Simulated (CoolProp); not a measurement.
Vapour-liquid equilibrium of dimethyl ether (1) + n-pentane (2) at 198 kPa; x and y are mole fractions of (1).

Computed with CoolProp (multi-fluid Helmholtz-energy mixture model, Wu 2011 and Thol 2019; pair parameters Bell 2016).

```json
[
 {"x": "0.05", "bubble temperature, mixture model (K)": "324.4", "bubble temperature, Raoult's law (K)": "321.4", "y, mixture model": "…", "y, Raoult's law": "0.277"},
 {"x": "0.2", "bubble temperature, mixture model (K)": "303.6", "bubble temperature, Raoult's law (K)": "302.6", "y, mixture model": "…", "y, Raoult's law": "0.676"},
 {"x": "0.35", "bubble temperature, mixture model (K)": "286.9", "bubble temperature, Raoult's law (K)": "290.5", "y, mixture model": "0.858", "y, Raoult's law": "0.832"},
 {"x": "0.5", "bubble temperature, mixture model (K)": "…", "bubble temperature, Raoult's law (K)": "282.0", "y, mixture model": "0.927", "y, Raoult's law": "0.909"},
 {"x": "0.65", "bubble temperature, mixture model (K)": "…", "bubble temperature, Raoult's law (K)": "275.6", "y, mixture model": "0.955", "y, Raoult's law": "0.952"},
 {"x": "0.8", "bubble temperature, mixture model (K)": "268.9", "bubble temperature, Raoult's law (K)": "270.4", "y, mixture model": "0.972", "y, Raoult's law": "0.978"},
 {"x": "0.95", "bubble temperature, mixture model (K)": "266.0", "bubble temperature, Raoult's law (K)": "266.2", "y, mixture model": "0.991", "y, Raoult's law": "0.996"}
]
```

Question: Complete the blanks.

Answer: 
- 0.05, y, mixture model: 0.197
- 0.2, y, mixture model: 0.662
- 0.5, bubble temperature, mixture model (K): 277.2
- 0.65, bubble temperature, mixture model (K): 272.0

The largest gap from Raoult's law is -4.8 K in bubble temperature, at x = 0.5. No azeotrope shows between x = 0.05 and 0.95.

Pair parameters are fitted to limited data, so mixtures are less certain than the pure fluids. The gap from Raoult's law changes sign with composition, which may be real or a fault of the pair parameters; it wasn't checked against measurements.
